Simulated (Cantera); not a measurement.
An adiabatic, constant-volume homogeneous reactor starts with 14.7 % CH4, 17.4 % O2, 65.0 % N2, 2.94 % H2O, at 950 K and 4.93 atm.

Model: GRI-Mech 3.0 (53 species, 325 reactions), integrated in Cantera. Below about 1000 K GRI-Mech 3.0 lacks low-temperature oxidation paths.

Predict: time of steepest temperature rise; temperature at 3.00 s; equilibrium temperature; x(O2) at 3.00 s; x(H2O) at 3.00 s; x(CO2) at 3.00 s; x(NO) at 3.00 s.


- time of steepest temperature rise: 0.539 s
- temperature at 3.00 s: 2561 K
- equilibrium temperature: 2561 K
- x(O2) at 3.00 s: 1.10e-5 (gas-phase equilibrium 1.10e-5)
- x(H2O) at 3.00 s: 0.177 (gas-phase equilibrium 0.177)
- x(CO2) at 3.00 s: 0.0265 (gas-phase equilibrium 0.0265)
- x(NO) at 3.00 s: 0.000159 (gas-phase equilibrium 0.000159)
